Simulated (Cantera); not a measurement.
Feed: 1 mol PbO, 7.5 mol CO, 8.6 mol N2.

Method: chemical equilibrium by Gibbs-energy minimisation in Cantera with the NASA 1993 tables (ideal gas, pure condensed phases). Candidate condensed phases: C, Pb, PbO, PbO2, Pb3O4; 27 gas species. Equilibrium is a limit: real reactors are often held back by kinetics, nucleation or transport.

Task: What condenses at these points (T in K, P in Pa): (1200, 10); (1125, 10); (1125, 1000000); (1275, 22000); (1500, 1000000); (900, 150000)?

Result: 
```
T (K)  P in Pa  condensed phases  Pb condensed (%)
-----  -------  ----------------  ----------------
1200        10          gas only               0.0
1125        10          gas only               0.0
1125   1000000            C + Pb             100.0
1275     22000                Pb              86.1
1500   1000000                Pb              96.0
900     150000            C + Pb             100.0
```
